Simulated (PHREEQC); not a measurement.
Make-up at 65 °C: 0.0045 mol FeSO4 and 7.4e-05 mol Na2SO4 per kg of water. Closed to the air; pH follows from the charge balance.

Equilibrium calculation in PHREEQC: ion-association model, wateq4f.dat.

No solid was allowed to form.

**Question.** Predict the pH, ionic strength.

**Answer.** pH 5.62; ionic strength 0.0129 mol/kgw.

**Question.** In which forms is Na present?

**Answer.** Na+ 99 %, NaSO4- 1.2 % of the Na.

Species that the database lacks are ignored. Away from 25 °C the constants follow the database's enthalpies or fits; those with neither stay at their 25 °C values.
